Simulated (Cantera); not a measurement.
Feed: 1 mol BF3, 4.5 mol O2, 0.2 mol NH3, equilibrated at 875 °C and 17.0 Pa.

Cantera equilibrium calculation (NASA polynomials, part measured and part estimated; ideal gas, pure solids and liquids). Candidate condensed phases: B, BN, B2O3, B3O3H3, H2O; 62 gas species. The numbers say what is thermodynamically allowed, not how fast it happens.

Base state: O2 0.721, BF3 0.118, HF 0.0958, BOF 0.0460, N2 0.0166, H2O 0.00173, B3O3F3 0.000511, HBO2 0.000227 (mole fractions); condensed: gas only.

### Question
What changes in the equilibrium state with this change: O2 from 4.5 to 0.37 mol?

### Answer
| species | before | after |
|---|---|---|
| BF3 | 0.118 | 0.390 |
| HF | 0.0958 | 0.295 |
| BOF | 0.0460 | 0.119 |
| O2 | 0.721 | 0.118 |
| H2O | 0.00173 | 0.0128 |
| N2 | 0.0166 | 0.0537 |
| B3O3F3 | 0.000511 | 0.00884 |
| HBO2 | 0.000227 | 0.00142 |

### Question
What changes in the equilibrium state with this change: temperature from 875 °C to 1577 °C?

### Answer
| species | before | after |
|---|---|---|
| O2 | 0.721 | 0.692 |
| BF3 | 0.118 | 0.103 |
| HF | 0.0958 | 0.0971 |
| F | 2.08e-8 | 0.0198 |
| O | 5.19e-7 | 0.0123 |
| BOF | 0.0460 | 0.0584 |
| N2 | 0.0166 | 0.0156 |
| B3O3F3 | 0.000511 | <1e-9 |
| BF2 | <1e-9 | 1.07e-5 |
| H2O | 0.00173 | 2.39e-7 |
| HBO2 | 0.000227 | 5.59e-8 |
| NO | 3.47e-5 | 0.00125 |
The tables' values for BF2 are old estimates; treat these amounts as uncertain.
